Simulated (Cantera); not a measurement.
An isothermal, constant-pressure homogeneous reactor starts with NO : N2 = 1 : 0.14 (molar parts), at 1875 K and 13300 Pa. Integrator tolerance rtol = 1e-08.

Computed with Cantera and GRI-Mech 3.0 (53 species, 325 reactions).

**Question.** What does this change do: pressure from 13300 Pa to 17000 Pa?

**Answer.** 
```csv
quantity,before,after
x(NO) at 10.0 s,0.284 (gas-phase equilibrium 0.00646),0.235 (gas-phase equilibrium 0.00646)
x(NO2) at 10.0 s,0.000265 (gas-phase equilibrium 7.31e-6),0.000257 (gas-phase equilibrium 8.26e-6)
x(N2O) at 10.0 s,2.69e-5 (gas-phase equilibrium 1.13e-7),1.87e-5 (gas-phase equilibrium 1.27e-7)
x(O2) at 10.0 s,0.296 (gas-phase equilibrium 0.435),0.321 (gas-phase equilibrium 0.435)
x(O) at 10.0 s,0.000366 (gas-phase equilibrium 0.000437),0.000336 (gas-phase equilibrium 0.000387)
x(N2) at 10.0 s,0.419 (gas-phase equilibrium 0.558),0.444 (gas-phase equilibrium 0.558)
```
